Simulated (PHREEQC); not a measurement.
Dissolve 0.0012 mol/kgw HF, 0.033 mol/kgw NaF and 0.14 mol/kgw H2SO4 at 20 °C. Closed to the air; pH follows from the charge balance.

Equilibrium calculation in PHREEQC: ion-association model, wateq4f.dat.

Precipitation was switched off in this run.

Q: Order these F species by the share of F that they hold, largest first: HF, F-, H2F2, HF2-.

A: HF (83 %), H2F2 (16 %), F- (0.82 %), HF2- (0.18 %)

The pH is 0.96 and the ionic strength 0.197 mol/kgw. Complexes and solids missing from the database can't appear. wateq4f.dat counts part of the HF as a dimer, H2F2, which phreeqc.dat doesn't know; its constant is uncertain.
